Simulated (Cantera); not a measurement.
What does this Cantera script print?

```python
import numpy as np
import cantera as ct

gas_names = [...]  # 109 gases of nasa_gas.yaml made of C, Cl, H, Si
cond_names = """
    C(gr) C6H6(L) C7H8(L) C8H18(L),n-octa Si(cr) Si(L) SiC(b)
""".split()


# ... load() reads the species with a 1 bar reference pressure and builds the phases ...
atoms = {
    'SiH2Cl2': {'Si': 1, 'H': 2, 'CL': 2},
    'C2H4': {'C': 2, 'H': 4},
    'H2': {'H': 2},
}
top_T = {'C(gr)': 4500, 'SiC(b)': 3050}  # K; cautious upper limits of use, not melting points


# ... equilibrate(T, P, feed) seeds the gas with the atoms and calls Mixture.equilibrate('TP', solver="vcs", rtol=1e-11, max_steps=5000) ...
results = []
feed = {'SiH2Cl2': 1, 'C2H4': 0.024, 'H2': 26}  # mol
P = 10000  # Pa
for T in [1223, 1373, 1523, 1673, 1823, 1973, 2123, 2273, 2423, 2573]:
    mix = equilibrate(T, P, feed)
    results.append((T, P, feed, dict(zip(mix.species_names, mix.species_moles))))
    x = sorted(zip(gas.X, gas.species_names), reverse=True)
    print(f"T = {T:g} K  P = {P:g} Pa  gas = {mix.phase_moles(0):.4g} mol")
    print("   x: " + "  ".join(f"{s} {v:.3e}" for v, s in x if v > 1e-05))
    print("   condensed (mol): " + ("  ".join(f"{mix.phase(i).name} {mix.phase_moles(i):.4g}"
          for i in range(1, mix.n_phases) if mix.phase_moles(i) > 1e-12) or "none"))
```

Output:

```
T = 1223 K  P = 10000 Pa  gas = 27.88 mol
   x: H2 9.485e-01  HCL 4.062e-02  SiCL2 4.231e-03  SiCL4 2.994e-03  SiHCL3 2.158e-03  SiCL3 1.261e-03  SiH2CL2 2.074e-04
   condensed (mol): Si(cr) 0.6494  SiC(b) 0.04794
T = 1373 K  P = 10000 Pa  gas = 28.01 mol
   x: H2 9.400e-01  HCL 5.052e-02  SiCL2 7.809e-03  SiCL3 7.853e-04  SiHCL3 4.299e-04  SiCL4 3.652e-04  SiH2CL2 7.486e-05  H 1.021e-05
   condensed (mol): Si(cr) 0.6868  SiC(b) 0.04795
T = 1523 K  P = 10000 Pa  gas = 28.04 mol
   x: H2 9.388e-01  HCL 5.146e-02  SiCL2 9.220e-03  SiCL3 3.334e-04  SiHCL3 7.374e-05  H 7.081e-05  SiCL4 3.602e-05  SiH2CL2 2.429e-05
   condensed (mol): Si(cr) 0.6802  SiC(b) 0.04795
T = 1673 K  P = 10000 Pa  gas = 28.05 mol
   x: H2 9.386e-01  HCL 5.086e-02  SiCL2 9.933e-03  H 3.489e-04  SiCL3 1.521e-04  SiHCL3 1.608e-05  CL 1.477e-05  SiCL 1.350e-05  SiH2 1.034e-05
   condensed (mol): Si(cr) 0.6674  SiC(b) 0.04796
T = 1823 K  P = 10000 Pa  gas = 28.07 mol
   x: H2 9.365e-01  HCL 5.296e-02  SiCL2 8.972e-03  H 1.326e-03  SiCL3 7.094e-05  SiCL 5.788e-05  CL 5.720e-05  Si 4.420e-05  SiH2 3.289e-05  SiH 1.445e-05
   condensed (mol): Si(L) 0.6937  SiC(b) 0.04793
T = 1973 K  P = 10000 Pa  gas = 28.12 mol
   x: H2 9.323e-01  HCL 5.474e-02  SiCL2 7.947e-03  H 4.120e-03  Si 3.155e-04  SiCL 1.918e-04  CL 1.808e-04  SiH2 8.471e-05  SiH 6.969e-05  SiCL3 3.605e-05
   condensed (mol): Si(L) 0.7085  SiC(b) 0.04764
T = 2123 K  P = 10000 Pa  gas = 28.27 mol
   x: H2 9.231e-01  HCL 5.566e-02  H 1.090e-02  SiCL2 7.008e-03  Si 1.700e-03  SiCL 5.295e-04  CL 4.823e-04  SiH 2.670e-04  SiH2 1.893e-04  Si2C 7.582e-05  Si2 2.327e-05  SiCL3 1.964e-05  C2H2,acetylene 1.082e-05
   condensed (mol): Si(L) 0.6742  SiC(b) 0.04512
T = 2273 K  P = 10000 Pa  gas = 28.69 mol
   x: H2 9.018e-01  HCL 5.518e-02  H 2.523e-02  Si 7.313e-03  SiCL2 6.069e-03  SiCL 1.253e-03  CL 1.115e-03  SiH 8.470e-04  Si2C 5.460e-04  SiH2 3.743e-04  Si2 1.344e-04  C2H2,acetylene 6.022e-05  Si3 2.544e-05  SiC2 1.627e-05  SiCL3 1.106e-05
   condensed (mol): Si(L) 0.4753  SiC(b) 0.02783
T = 2423 K  P = 10000 Pa  gas = 29.59 mol
   x: H2 8.593e-01  HCL 5.431e-02  H 5.198e-02  Si 2.125e-02  SiCL2 4.375e-03  CL 2.338e-03  SiCL 2.166e-03  SiH 1.857e-03  Si2C 1.269e-03  SiH2 5.353e-04  Si2 4.090e-04  C2H2,acetylene 1.048e-04  SiC2 6.908e-05  Si3 5.906e-05
   condensed (mol): none
T = 2573 K  P = 10000 Pa  gas = 30.47 mol
   x: H2 8.096e-01  H 9.774e-02  HCL 5.584e-02  Si 2.529e-02  CL 4.735e-03  SiCL 1.712e-03  SiH 1.707e-03  SiCL2 1.679e-03  Si2C 7.057e-04  SiH2 3.350e-04  C2H2,acetylene 2.544e-04  Si2 2.350e-04  SiC2 1.733e-04  Si3 1.239e-05
   condensed (mol): none
```

Cantera equilibrium calculation (NASA polynomials, part measured and part estimated; ideal gas, pure solids and liquids). Mutual solubility and eutectic melting of coexisting phases are not modelled. The tables' values for SiCl, SiCl3 are old estimates; treat these amounts as uncertain. Gases not in the tables: Si2H6 and higher silanes.
